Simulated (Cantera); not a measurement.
A perfectly stirred reactor is fed with C2H6 : N2 = 1 : 61 (molar parts), at 3400 Pa; it is held at 1473 K, and followed from long to short residence time.

Model: GRI-Mech 3.0 (53 species, 325 reactions), integrated in Cantera. GRI-Mech 3.0 stops at C3 and has no aromatics, soot or wall deposition, so with more carbon than oxygen in the feed, carbon stays in small species such as C2H2 where larger ones or solid carbon would form. Radical loss at walls, strong at low pressure, is not modelled.

```json
[
 {"quantity": "x(C2H6) at τ = 1.50 s", "before": "4.77e-5", "after": "0.000281"},
 {"quantity": "x(C2H4) at τ = 1.50 s", "before": "0.000240", "after": "0.00148"},
 {"quantity": "x(CH2) at τ = 1.50 s", "before": "2.37e-7", "after": "2.86e-8"},
 {"quantity": "x(C2H2) at τ = 1.50 s", "before": "0.0142", "after": "0.0122"},
 {"quantity": "x(HCN) at τ = 1.50 s", "before": "4.25e-6", "after": "7.64e-8"},
 {"quantity": "x(C2H6) at τ = 12.0 ms", "before": "0.00324", "after": "0.0113"},
 {"quantity": "x(C2H4) at τ = 12.0 ms", "before": "0.00578", "after": "0.00389"},
 {"quantity": "x(CH2) at τ = 12.0 ms", "before": "2.20e-6", "after": "2.11e-7"},
 {"quantity": "x(C2H2) at τ = 12.0 ms", "before": "0.00461", "after": "0.000303"},
 {"quantity": "x(HCN) at τ = 12.0 ms", "before": "7.42e-7", "after": "2.07e-8"}
]
```

Problem. Name the change that produced these shifts.
(A) temperature 1473 to 1323 K
(B) C2H6 1 to 0.35 parts
(C) temperature 1473 to 2000 K
(D) temperature 1473 to 1125 K

Solution. A, temperature 1473 to 1323 K
